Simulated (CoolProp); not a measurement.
Vapour-liquid equilibrium of CH2F2 (R32) (1) + dimethyl ether (2) at -6.95 °C; x and y are mole fractions of (1).

Model: multi-fluid Helmholtz-energy mixture model, Tillner-Roth 1997 and Wu 2011; pair parameters Bell 2016, in CoolProp.

Task: Give the bubble pressure and the first vapour's composition at x = 0.425, 0.575, 0.725. Is there an azeotrope?

Result: x = 0.425: 390.0 kPa, y = 0.681; x = 0.575: 458.7 kPa, y = 0.795; x = 0.725: 525.7 kPa, y = 0.879. No azeotrope shows between x = 0.05 and 0.95.

The pair parameters rest on a limited set of measurements; away from them the model extrapolates.
